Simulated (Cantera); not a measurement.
Input: 1 mol Si, a varied amount of NF₃, 2.1 mol N₂, equilibrated at 875 K and 0.0210 Torr.

Method: chemical equilibrium by Gibbs-energy minimisation in Cantera with the NASA 1993 tables (ideal gas, pure condensed phases). Candidate condensed phases: Si, Si₃N₄; 16 gas species. Rates play no part.

**Question.** What share of the Si ends up in condensed phases as a function of n(NF₃) (mol), at 0.59, 0.76, 0.94, 1.1, 1.3, 1.5, 1.7, 1.8, 2, 2.2, 2.4, 2.5, 2.7?

**Answer.** 
```
n(NF₃) (mol)  Si condensed (%)        as
------------  ----------------  --------
0.59                      55.7  Si₃N₄(s)
0.76                      43.0  Si₃N₄(s)
0.94                      29.5  Si₃N₄(s)
1.1                       17.5  Si₃N₄(s)
1.3                        2.5  Si₃N₄(s)
1.5                        0.0         -
1.7                        0.0         -
1.8                        0.0         -
2                          0.0         -
2.2                        0.0         -
2.4                        0.0         -
2.5                        0.0         -
2.7                        0.0         -
```
